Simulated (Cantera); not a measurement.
Charge: 1 mol SF₆, a varied amount of H₂O, at 3025 °C and 10.0 Torr.

These are equilibrium values from Cantera (NASA tables, ideal gas, pure condensed phases), not measurements of a reactor. Candidate condensed phases: H₂O, H₂SO₄, S; 43 gas species. Equilibrium is a limit: real reactors are often held back by kinetics, nucleation or transport.

x: gas mole fraction; nothing condenses.

```
n(H₂O) (mol)    x F   x HF     x O     x H     x S     x SO      x O₂
------------  -----  -----  ------  ------  ------  -------  --------
0.5           0.679  0.115  0.0560  0.0170   0.122  0.00883  0.000507
0.57          0.657  0.129  0.0631  0.0198   0.119  0.00976  0.000644
0.65          0.631  0.145  0.0711  0.0230   0.117   0.0108  0.000816
0.74          0.604  0.161  0.0797  0.0268   0.114   0.0118   0.00103
0.84          0.574  0.179  0.0890  0.0313   0.111   0.0128   0.00128
0.96          0.540  0.198  0.0998  0.0369   0.107   0.0139   0.00161
1.1           0.502  0.219   0.112  0.0439   0.104   0.0150   0.00202
1.2           0.476  0.233   0.120     [?]   0.101   0.0157       [?]
1.4           0.428  0.258   0.135  0.0603  0.0959   0.0168   0.00294
1.6           0.385  0.278   0.149  0.0725  0.0912   0.0176   0.00358
1.8             [?]  0.294   0.161     [?]  0.0867   0.0181       [?]
2.1           0.294  0.311   0.178   0.106  0.0806   0.0186   0.00513
2.4           0.251  0.321   0.192   0.129  0.0750   0.0187   0.00597
```

### Question
What belongs in the gaps?

### Answer

- 1.2, x H: 0.0491
- 1.2, x O₂: 0.00232
- 1.8, x F: 0.345
- 1.8, x H: 0.0855
- 1.8, x O₂: 0.00421
